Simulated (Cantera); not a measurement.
An adiabatic, constant-volume homogeneous reactor starts with CH₃OH : O₂ : N₂ : CO₂ = 1 : 2.38 : 7.38 : 0.28 (molar parts), equivalence ratio 0.63, at 1600 K and 1.00 bar.

Model: GRI-Mech 3.0 (53 species, 325 reactions), integrated in Cantera. GRI-Mech 3.0 was tuned for natural gas; its chemistry of methanol as a main component is partial and can be far from experiment.

x: mole fraction; the columns are a selection and need not sum to one.

```json
[
 {"t (s)": "2.00e-6", "T (K)": "1600", "P (bar)": "1.00", "x CH₃OH": "0.0905", "x O₂": "0.216", "x CO₂": "0.0254", "x CH₂": "1.75e-7", "x CH₃": "?", "x OH": "1.18e-6"},
 {"t (s)": "7.96e-6", "T (K)": "1600", "P (bar)": "1.00", "x CH₃OH": "0.0902", "x O₂": "0.215", "x CO₂": "0.0254", "x CH₂": "1.75e-7", "x CH₃": "?", "x OH": "1.55e-6"},
 {"t (s)": "3.17e-5", "T (K)": "1603", "P (bar)": "1.00", "x CH₃OH": "0.0880", "x O₂": "0.214", "x CO₂": "0.0254", "x CH₂": "1.81e-7", "x CH₃": "?", "x OH": "8.06e-6"},
 {"t (s)": "0.000126", "T (K)": "2612", "P (bar)": "1.79", "x CH₃OH": "<1e-12", "x O₂": "0.0837", "x CO₂": "0.0685", "x CH₂": "<1e-12", "x CH₃": "<1e-12", "x OH": "0.0284"},
 {"t (s)": "0.000501", "T (K)": "2790", "P (bar)": "1.89", "x CH₃OH": "<1e-12", "x O₂": "0.0788", "x CO₂": "0.0776", "x CH₂": "<1e-12", "x CH₃": "<1e-12", "x OH": "0.0261"},
 {"t (s)": "0.00199", "T (K)": "2778", "P (bar)": "1.88", "x CH₃OH": "<1e-12", "x O₂": "0.0740", "x CO₂": "0.0781", "x CH₂": "<1e-12", "x CH₃": "<1e-12", "x OH": "0.0251"},
 {"t (s)": "0.00794", "T (K)": "2775", "P (bar)": "1.88", "x CH₃OH": "<1e-12", "x O₂": "0.0730", "x CO₂": "0.0782", "x CH₂": "<1e-12", "x CH₃": "<1e-12", "x OH": "0.0248"},
 {"t (s)": "0.0316", "T (K)": "2775", "P (bar)": "1.88", "x CH₃OH": "<1e-12", "x O₂": "0.0730", "x CO₂": "0.0782", "x CH₂": "<1e-12", "x CH₃": "<1e-12", "x OH": "0.0248"},
 {"t (s)": "0.126", "T (K)": "2775", "P (bar)": "1.88", "x CH₃OH": "<1e-12", "x O₂": "0.0730", "x CO₂": "0.0782", "x CH₂": "<1e-12", "x CH₃": "<1e-12", "x OH": "0.0248"},
 {"t (s)": "0.500", "T (K)": "2775", "P (bar)": "1.88", "x CH₃OH": "<1e-12", "x O₂": "0.0730", "x CO₂": "0.0782", "x CH₂": "<1e-12", "x CH₃": "<1e-12", "x OH": "0.0248"}
]
```

Problem. What belongs in the gaps?

Solution. 
- 2.00e-6, x CH₃: 1.19e-5
- 7.96e-6, x CH₃: 3.37e-5
- 3.17e-5, x CH₃: 2.56e-5
